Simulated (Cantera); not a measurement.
# Moist CO burnout

An isothermal, constant-pressure homogeneous reactor starts with 0.277 % CO, 3.81 % O2, 0.401 % H2O, 95.4 % N2, 0.134 % CH4, equivalence ratio 0.11, at 1175 K and 4.34 atm.

Model: GRI-Mech 3.0 (53 species, 325 reactions), integrated in Cantera.

```tsv
t (s)	x CO	x O2	x H2O	x H2	x H	x NO	x HO2
2.00e-6	0.00277	0.0381	0.00401	<1e-12	<1e-12	<1e-12	1.31e-11
1.43e-5	0.00277	0.0381	0.00401	<1e-12	2.37e-12	<1e-12	9.73e-11
0.000103	0.00277	0.0381	0.00401	2.39e-11	8.97e-12	<1e-12	8.30e-10
0.000737	0.00277	0.0381	0.00401	5.23e-10	3.28e-11	<1e-12	6.82e-9
0.00528	0.00277	0.0381	0.00401	7.29e-8	1.09e-9	<1e-12	1.50e-7
0.0379	0.00184	0.0350	0.00667	5.21e-6	8.99e-8	1.19e-9	4.49e-6
0.271	5.64e-5	0.0342	0.00668	8.56e-8	1.16e-9	6.46e-9	3.20e-7
1.95	7.54e-9	0.0341	0.00669	1.77e-10	1.20e-12	1.34e-8	1.15e-9
13.9	1.02e-10	0.0341	0.00669	1.30e-10	<1e-12	1.36e-8	9.68e-10
100	1.02e-10	0.0341	0.00669	1.30e-10	<1e-12	1.37e-8	9.68e-10
```
x: mole fraction; the columns are a selection and need not sum to one.

Equilibrium at this temperature and pressure: CO 1.02e-10, O2 0.0341, H2O 0.00669, H2 1.30e-10, H <1e-12, NO 7.18e-5, HO2 9.67e-10 (gas phase only).
